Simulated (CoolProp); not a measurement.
The fluid at 292.1 K and 11.5 MPa flows at 1.4 m/s in a round tube of 1 mm bore and 1.5 µm roughness, fully developed (64/Re and Nu = 3.66 if laminar; Colebrook and Gnielinski if turbulent). The same conditions are run with several fluids, on thermodynamics alone (safety and materials aside).

Model: reference Helmholtz-energy equation of state of each fluid (R123: Younglove 1994; R142b: Lemmon 2006; carbon dioxide: Span 1996; sulfur hexafluoride: Guder 2009; o-xylene: Zhou 2012), in CoolProp.

**Question.** Rank R123, R142b, carbon dioxide, sulfur hexafluoride, o-xylene by Reynolds number, highest first.

**Answer.** carbon dioxide (14000), sulfur hexafluoride (11600), R142b (5750), R123 (4090), o-xylene (1370)

| fluid | Darcy friction factor | pressure drop (Pa/m) | heat-transfer coefficient (W/(m² K)) | mass flow (kg/h) |
|---|---|---|---|---|
| R123 | 0.0411 | 60800 | 2570 | 5.97 |
| R142b | 0.0377 | 42800 | 3440 | 4.59 |
| carbon dioxide | 0.0309 | 26600 | 7100 | 3.48 |
| sulfur hexafluoride | 0.0321 | 49400 | 4380 | 6.21 |
| o-xylene | 0.0467 | 40700 | 497 | 3.52 |

Transport values come from each fluid's own correlations; those of R142b are estimates that may be off by 10 % or more.
